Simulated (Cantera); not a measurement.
An adiabatic, constant-volume homogeneous reactor starts with CH₄ : O₂ : N₂ = 1 : 2 : 7.52 (molar parts), at 1550 K and 3.70 bar.

Cantera simulation using GRI-Mech 3.0 (53 species, 325 reactions); the numbers are that mechanism's predictions, not measurements. Above 3000 K some thermodynamic fits are extrapolated.

Question: Predict: time of steepest temperature rise; temperature at 0.600 s; equilibrium temperature; x(O₂) at 0.600 s; x(H₂) at 0.600 s; x(CO₂) at 0.600 s; x(CH₂O) at 0.600 s; x(H) at 0.600 s.

Answer: 
```
Property                                                             Value
---------------------------------  ---------------------------------------
time of steepest temperature rise                                 0.249 ms
temperature at 0.600 s                                              3032 K
equilibrium temperature                                             3032 K
x(O₂) at 0.600 s                     0.0187 (gas-phase equilibrium 0.0187)
x(H₂) at 0.600 s                     0.0194 (gas-phase equilibrium 0.0194)
x(CO₂) at 0.600 s                    0.0454 (gas-phase equilibrium 0.0454)
x(CH₂O) at 0.600 s                 2.70e-9 (gas-phase equilibrium 2.70e-9)
x(H) at 0.600 s                    0.00886 (gas-phase equilibrium 0.00886)
```
